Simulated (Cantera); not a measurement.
Charge: 1 mol KCl, 3.2 mol H₂.

Method: chemical equilibrium by Gibbs-energy minimisation in Cantera with the NASA 1993 tables (ideal gas, pure condensed phases). Candidate condensed phases: K, KCl; 10 gas species. Kinetics and transport are ignored.

Q: What condenses at these points (T in K, P in Pa): (1873, 22000); (2273, 220); (673, 220); (1673, 220); (1073, 4600)?

A: 
```json
[
 {"T (K)": "1873", "P in Pa": "22000", "condensed phases": "gas only", "K condensed (%)": "0.0"},
 {"T (K)": "2273", "P in Pa": "220", "condensed phases": "gas only", "K condensed (%)": "0.0"},
 {"T (K)": "673", "P in Pa": "220", "condensed phases": "KCl", "K condensed (%)": "100.0"},
 {"T (K)": "1673", "P in Pa": "220", "condensed phases": "gas only", "K condensed (%)": "0.0"},
 {"T (K)": "1073", "P in Pa": "4600", "condensed phases": "KCl", "K condensed (%)": "91.0"}
]
```
